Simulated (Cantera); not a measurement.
Feed: 1 mol Pb, 0.049 mol O2, 1.5 mol N2, at 1325 °C and 17.0 Pa.

Method: chemical equilibrium by Gibbs-energy minimisation in Cantera with the NASA 1993 tables (ideal gas, pure condensed phases). Candidate condensed phases: Pb, PbO, PbO2, Pb3O4; 12 gas species. Equilibrium is a limit: real reactors are often held back by kinetics, nucleation or transport.

Base state: N2 0.598, Pb 0.367, PbO 0.0314, O2 0.00367, NO 0.000221, O 6.59e-5 (mole fractions); condensed: gas only.

Problem. What changes in the equilibrium state with this change: O2 from 0.049 to 0.14 mol?

Solution. 
```json
[
 {"species": "N2", "before": "0.598", "after": "0.587"},
 {"species": "Pb", "before": "0.367", "after": "0.325"},
 {"species": "PbO", "before": "0.0314", "after": "0.0667"},
 {"species": "O2", "before": "0.00367", "after": "0.0211"},
 {"species": "O", "before": "6.59e-5", "after": "0.000158"},
 {"species": "NO", "before": "0.000221", "after": "0.000526"}
]
```

Problem. What changes in the equilibrium state with this change: O2 from 0.049 to 0.15 mol?

Solution. 
```csv
species,before,after
N2,0.598,0.585
Pb,0.367,0.321
PbO,0.0314,0.0695
O2,0.00367,0.0235
O,6.59e-5,0.000167
NO,0.000221,0.000553
```
